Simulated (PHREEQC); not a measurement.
Dissolve 0.12 mol/kgw CuSO4, 0.00011 mol/kgw H2SO4 and 0.0013 mol/kgw KCl at 50 °C. Closed to the air; pH follows from the charge balance.

The numbers come from PHREEQC with the ion-association model, phreeqc.dat.

Precipitation was switched off in this run.

Question: What pH, ionic strength does the model give?

Answer: pH 4.12; ionic strength 0.237 mol/kgw.

Question: In which forms is S present?

Answer: CuSO4 51 %, SO4-2 49 % of the S.

Away from 25 °C the constants follow the database's enthalpies or fits; those with neither stay at their 25 °C values.
